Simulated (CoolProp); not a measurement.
Vapour-liquid equilibrium of R22 (1) + dimethyl ether (2) at 0.625 MPa; x and y are mole fractions of (1).

Values from CoolProp's multi-fluid Helmholtz-energy mixture model, Kamei 1995 and Wu 2011; pair parameters Bell 2016.

| x | bubble temperature, mixture model (K) | bubble temperature, Raoult's law (K) | y, mixture model | y, Raoult's law |
|---|---|---|---|---|
| 0.05 | 300.5 | 298.8 | 0.043 | 0.085 |
| 0.2 | (withheld) | 295.1 | 0.194 | 0.308 |
| 0.35 | (withheld) | 291.8 | (withheld) | 0.491 |
| 0.5 | 298.5 | 288.8 | 0.594 | 0.643 |
| 0.65 | (withheld) | 286.0 | (withheld) | 0.771 |
| 0.8 | (withheld) | 283.4 | 0.921 | 0.879 |
| 0.95 | (withheld) | 281.1 | (withheld) | 0.972 |

Some entries are withheld; supply them.


- 0.2, bubble temperature, mixture model (K): 301.2
- 0.35, bubble temperature, mixture model (K): 300.8
- 0.35, y, mixture model: 0.384
- 0.65, bubble temperature, mixture model (K): 294.1
- 0.65, y, mixture model: 0.787
- 0.8, bubble temperature, mixture model (K): 288.0
- 0.95, bubble temperature, mixture model (K): 282.0
- 0.95, y, mixture model: 0.989

The largest gap from Raoult's law is +9.7 K in bubble temperature, at x = 0.5. y crosses x between x = 0.2 and 0.35: the model has an azeotrope there.

Pair parameters are fitted to limited data, so mixtures are less certain than the pure fluids.
